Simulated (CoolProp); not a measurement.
Diethyl ether along the isotherm 155.95 °C: density (kg/m³) from the reference equation and from simpler models built on Tc = 194.7 °C, pc = 3.717 MPa, ω = 0.282; each cubic takes its own stable root.

Model: reference Helmholtz-energy equation of state, Thol 2014, in CoolProp.

```tsv
p (MPa)	phase	reference
2.32	liquid	508.1
4.65	liquid	529.4
6.97	liquid	544.2
9.29	liquid	555.9
11.6	liquid	565.6
13.9	liquid	573.9
16.3	liquid	581.7
18.6	liquid	588.4
```

Task: How far does each simpler model (Redlich-Kwong, Peng-Robinson) lie from the reference over these 8 states: mean and median of the absolute difference, and the worst?

Result: 
- Redlich-Kwong: mean 12.3 %, median 11.2 %, worst -20.4 % at 155.95 °C and 2.32 MPa
- Peng-Robinson: mean 2.6 %, median 2.7 %, worst +4.2 % at 155.95 °C and 18.6 MPa
